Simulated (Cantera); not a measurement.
Feed: 1 mol (CH3)2SiCl2, 0.075 mol C2H2, 550 mol H2, equilibrated at 600 Pa.

Equilibrium computed with Cantera from the NASA thermochemical tables; the gas is ideal and each condensed phase is pure. Candidate condensed phases: C, C6H6, C7H8, C8H18, Si, SiC; 109 gas species. The feed counts by its element totals alone. Rates play no part. All values below are at 1298 K.

Base state: H2 0.996, HCl 0.00361, CH4 4.74e-5, H 1.38e-5 (mole fractions); condensed: C(graphite) + SiC(s).

Q: What changes in the equilibrium state with this change: pressure from 600 Pa to 100000 Pa?

A: 
```csv
species,before,after
H2,0.996,0.994
HCl,0.00361,0.00362
CH4,4.74e-5,0.00208
H,1.38e-5,1.07e-6
"C(graphite), mol",1.12,0
"SiC(s), mol",1.000,1.000
```
